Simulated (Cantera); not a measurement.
Charge: 1 mol C₂F₆, 0.086 mol HCl, at 1525 K.

Cantera equilibrium calculation (NASA polynomials, part measured and part estimated; ideal gas, pure solids and liquids). Candidate condensed phases: C, C₆H₆, C₇H₈, C₈H₁₈; 118 gas species. The feed counts by its element totals alone. Gases not in the tables: C₂F₆ and larger saturated fluorocarbons. Rates play no part.

log p: log10 of the partial pressure in bar; n: condensed amount in mol.

```tsv
P (Pa)	log p CF₄	log p HF	log p Cl	log p CF₂	log p F	log p CClF₃	log p Cl₂	n C(graphite)
1	-5.06	-6.29	-6.29	-6.74	-6.79	-9.78	-10.26	0.513
6.80	-4.22	-5.45	-5.45	-6.32	-6.58	-8.31	-8.59	0.517
46	[?]	[?]	[?]	[?]	[?]	[?]	[?]	0.519
320	[?]	[?]	[?]	[?]	[?]	[?]	[?]	0.520
2200	-1.70	-2.95	-3.11	-5.06	-5.95	-4.07	-3.89	0.519
15000	-0.87	-2.13	-2.55	-4.64	-5.74	-2.89	-2.77	0.517
100000	-0.04	-1.32	-2.11	-4.23	-5.53	-1.83	-1.90	0.513
```

Some entries are withheld; supply them.


- 46, log p CF₄: -3.39
- 46, log p HF: -4.62
- 46, log p Cl: -4.63
- 46, log p CF₂: -5.90
- 46, log p F: -6.37
- 46, log p CClF₃: -6.86
- 46, log p Cl₂: -6.93
- 320, log p CF₄: -2.54
- 320, log p HF: -3.78
- 320, log p Cl: -3.82
- 320, log p CF₂: -5.48
- 320, log p F: -6.16
- 320, log p CClF₃: -5.42
- 320, log p Cl₂: -5.31
